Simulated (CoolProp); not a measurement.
R227EA along the isobar 9.55 bar: density (kg/m³) from the reference equation and from simpler models built on Tc = 374.9 K, pc = 29.25 bar, ω = 0.358; each cubic takes its own stable root.

The numbers come from the reference Helmholtz-energy equation of state, Lemmon 2016 in CoolProp.

| T (K) | phase | reference | van der Waals | Redlich-Kwong |
|---|---|---|---|---|
| 251.9 | liquid | … | 938.4 | 1366 |
| 261.4 | liquid | 1532 | 918.3 | 1332 |
| 270.9 | liquid | 1498 | 896.8 | … |
| 280.4 | liquid | 1463 | 873.5 | 1257 |
| 289.8 | liquid | … | 848.3 | 1216 |
| 299.3 | liquid | 1387 | 81.82 | 1170 |
| 308.8 | liquid | 1344 | … | … |
| 318.3 | liquid | 1298 | 73.78 | 77.82 |
| 327.7 | gas | … | 70.51 | 73.61 |
| 337.2 | gas | … | 67.56 | … |
| 346.7 | gas | 67.86 | 64.89 | 66.78 |
| 356.1 | gas | 64.60 | 62.50 | 63.99 |
| 365.6 | gas | 61.76 | 60.28 | 61.47 |

Q: Fill in the missing entries.

A: 
- 251.9, reference: 1564
- 270.9, Redlich-Kwong: 1296
- 289.8, reference: 1426
- 308.8, van der Waals: 77.52
- 308.8, Redlich-Kwong: 1120
- 327.7, reference: 76.64
- 337.2, reference: 71.78
- 337.2, Redlich-Kwong: 69.97

At some of these states van der Waals, Redlich-Kwong gives the other phase, because its saturation line lies elsewhere.
